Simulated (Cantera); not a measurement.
Silicon epitaxy and polysilicon growth: Si2Cl6 + Cl2 + N2

Charge: 1 mol Si2Cl6, 0.0067 mol Cl2, 150 mol N2, at 10.0 mbar.

Method: chemical equilibrium by Gibbs-energy minimisation in Cantera with the NASA 1993 tables (ideal gas, pure condensed phases). Candidate condensed phases: Si, Si3N4; 13 gas species. The feed counts by its element totals alone. N2 is the only nitrogen source here; it is nearly inert below about 1500 K, so the nitride shown seldom forms there in practice. The tables' values for SiCl3 are old estimates; treat these amounts as uncertain. The numbers say what is thermodynamically allowed, not how fast it happens.

```csv
T (K),x N2,x SiCl2,x Cl,x SiCl4,x SiCl3,x Cl2,x SiCl,x Si,n Si3N4(s)
1323,0.988,0.00292,9.65e-6,0.00700,0.00193,4.04e-9,5.26e-9,1.80e-11,0.0674
1398,0.987,0.00527,3.75e-5,0.00532,0.00256,1.80e-8,2.68e-8,1.50e-10,0
1473,0.987,0.00523,0.000185,0.00513,0.00280,1.45e-7,4.66e-8,2.80e-10,0
1548,0.986,0.00539,0.000745,0.00473,0.00302,8.70e-7,8.34e-8,5.60e-10,0
1623,0.985,0.00611,0.00235,0.00384,0.00317,3.50e-6,1.75e-7,1.47e-9,0
1698,0.981,0.00771,0.00543,0.00235,0.00303,8.16e-6,4.79e-7,6.04e-9,0
1773,0.978,0.00983,0.00898,0.000913,0.00230,1.05e-5,1.62e-6,3.86e-8,0
```
x: gas mole fraction; n: condensed amount in mol.

At 1323 K the condensed part is Si3N4(s). From 1398 K to 1773 K nothing is condensed. The main Si-bearing gas is SiCl4 at 1323 K and SiCl2 at 1773 K.
